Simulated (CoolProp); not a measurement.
Values from CoolProp's reference Helmholtz-energy equation of state, Pan 2012.

Task: Give the vapour pressure (MPa), liquid cp (kJ/(kg K)), liquid viscosity (µPa s), liquid conductivity (mW/(m K)) of saturated R236FA at 12.85, 29.95 °C.

Result: 
```json
[
 {"T (°C)": "12.85", "p (MPa)": "0.178", "liquid cp (kJ/(kg K))": "1.21", "liquid viscosity (µPa s)": "334", "liquid conductivity (mW/(m K))": "76.6"},
 {"T (°C)": "29.95", "p (MPa)": "0.320", "liquid cp (kJ/(kg K))": "1.25", "liquid viscosity (µPa s)": "269", "liquid conductivity (mW/(m K))": "71.7"}
]
```

Viscosity comes from a separate model (Huber 2003), an estimate that may be off by 10 % or more. Thermal conductivity comes from a separate model (Huber 2003), an estimate that may be off by 10 % or more.
